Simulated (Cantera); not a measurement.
Input (Python, Cantera):

```python
import numpy as np
import cantera as ct

gas = ct.Solution("h2o2.yaml")
gas.TPX = 1350, 220, {'H2': 0.25, 'O2': 1}
reactor = ct.IdealGasConstPressureReactor(gas, energy="off", clone=False)
net = ct.ReactorNet([reactor])
net.rtol, net.atol = 1e-08, 1e-18
show = ['H2', 'O2', 'H2O', 'H2O2', 'H', 'OH', 'HO2']
times = np.geomspace(9e-06, 200, 9)

steps = ct.SolutionArray(gas, extra=["t"])
rows = []
print(f"{'t/s':>10s}{'T/K':>9s}{'P/Pa':>11s}" + "".join(f"{s:>11s}" for s in show))
for t in times:
    while net.time < t:
        t_next = net.step()
        steps.append(gas.state, t=t_next)
    rows.append([np.interp(t, steps.t, y) for y in (steps.T, steps.P, *steps(*show).X.T)])
    print(f"{t:10.3e}{rows[-1][0]:9.1f}{rows[-1][1]:11.4g}" + "".join(f"{x:11.3e}" for x in rows[-1][2:]))
rate = np.gradient(steps.T, steps.t)
print("integrator steps:", len(steps.t))
if steps.T.max() > steps.T[0] + 200:
    print(f"time of steepest temperature rise: {steps.t[rate.argmax()]:.4e} s")
gas.TPX = 1350, 220, {'H2': 0.25, 'O2': 1}
gas.equilibrate("TP")
print(f"equilibrium (TP): T = {gas.T:.1f} K  " + "  ".join(f"{s} {gas[s].X[0]:.3e}" for s in show))
```

Result:

```
       t/s      T/K       P/Pa         H2         O2        H2O       H2O2          H         OH        HO2
 9.000e-06   1350.0        220  2.000e-01  8.000e-01  2.580e-12  1.058e-13  2.644e-09  6.747e-11  2.709e-09
 7.457e-05   1350.0        220  2.000e-01  8.000e-01  1.201e-09  7.238e-12  1.972e-08  3.594e-09  2.244e-08
 6.179e-04   1350.0        220  2.000e-01  8.000e-01  4.663e-07  4.868e-10  3.908e-07  1.974e-07  1.855e-07
 5.120e-03   1350.0        220  1.541e-02  6.799e-01  1.437e-01  4.900e-08  6.415e-02  1.774e-02  9.843e-07
 4.243e-02   1350.0        220  9.525e-03  6.770e-01  1.555e-01  3.968e-08  5.722e-02  1.522e-02  9.922e-07
 3.515e-01   1350.0        220  6.834e-03  7.130e-01  1.806e-01  4.503e-08  3.073e-02  1.323e-02  1.061e-06
 2.913e+00   1350.0        220  5.435e-04  7.724e-01  2.186e-01  2.340e-08  5.923e-04  3.879e-03  4.878e-07
 2.414e+01   1350.0        220  1.172e-05  7.774e-01  2.219e-01  2.819e-09  1.857e-06  5.718e-04  3.983e-08
 2.000e+02   1350.0        220  1.206e-06  7.777e-01  2.221e-01  7.508e-10  6.138e-08  1.836e-04  4.920e-08
integrator steps: 1717
equilibrium (TP): T = 1350.0 K  H2 1.103e-06  O2 7.777e-01  H2O 2.221e-01  H2O2 7.288e-10  H 5.373e-08  OH 1.756e-04  HO2 5.095e-08
```

Computed with Cantera and the H2/O2 subset of GRI-Mech 3.0, which has no nitrogen chemistry. Radical loss at walls, strong at low pressure, is not modelled. The temperature is held fixed by assumption; the heat of reaction is taken as removed at once.
